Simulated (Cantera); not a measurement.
# Adiabatic ignition

An adiabatic, constant-volume homogeneous reactor starts with CO : H₂ : CH₄ : O₂ : N₂ = 1 : 1.9 : 0.087 : 1.34 : 5.03 (molar parts), equivalence ratio 1.2, at 1248 K and 3.36 atm.

Computed with Cantera and GRI-Mech 3.0 (53 species, 325 reactions). Above 3000 K some thermodynamic fits are extrapolated.

| t (s) | T (K) | P (bar) | x CO | x H₂ | x CH₄ | x CH₂O | x HCO | x NO | x N₂O |
|---|---|---|---|---|---|---|---|---|---|
| 6.00e-6 | 1248 | 3.40 | 0.107 | 0.203 | 0.00930 | 6.06e-9 | 6.31e-10 | <1e-12 | 2.42e-12 |
| 2.66e-5 | 3031 | 7.52 | 0.0728 | 0.0338 | <1e-12 | 7.18e-9 | 5.08e-7 | 0.000803 | 1.05e-6 |
| 0.000118 | 3040 | 7.53 | 0.0728 | 0.0341 | <1e-12 | 7.58e-9 | 4.86e-7 | 0.00707 | 1.21e-6 |
| 0.000524 | 3034 | 7.52 | 0.0732 | 0.0345 | <1e-12 | 7.68e-9 | 4.85e-7 | 0.00964 | 1.29e-6 |
| 0.00233 | 3034 | 7.52 | 0.0732 | 0.0345 | <1e-12 | 7.68e-9 | 4.85e-7 | 0.00964 | 1.29e-6 |
| 0.0103 | 3034 | 7.52 | 0.0732 | 0.0345 | <1e-12 | 7.68e-9 | 4.85e-7 | 0.00964 | 1.29e-6 |
| 0.0458 | 3034 | 7.52 | 0.0732 | 0.0345 | <1e-12 | 7.68e-9 | 4.85e-7 | 0.00964 | 1.29e-6 |
| 0.203 | 3034 | 7.52 | 0.0732 | 0.0345 | <1e-12 | 7.68e-9 | 4.85e-7 | 0.00964 | 1.29e-6 |
| 0.901 | 3034 | 7.52 | 0.0732 | 0.0345 | <1e-12 | 7.68e-9 | 4.85e-7 | 0.00964 | 1.29e-6 |
| 4.00 | 3034 | 7.52 | 0.0732 | 0.0345 | <1e-12 | 7.68e-9 | 4.85e-7 | 0.00964 | 1.29e-6 |
x: mole fraction; the columns are a selection and need not sum to one.

```json
{
  "time_of_steepest_temperature_rise": "16.1 µs",
  "temperature at 4.00 s": "3034 K",
  "equilibrium_temperature": "3034 K",
  "x(CO) at 4.00 s": "0.0732 (gas-phase equilibrium 0.0732)",
  "x(H₂) at 4.00 s": "0.0345 (gas-phase equilibrium 0.0345)",
  "x(CH₄) at 4.00 s": "<1e-12 (gas-phase equilibrium <1e-12)"
}
```
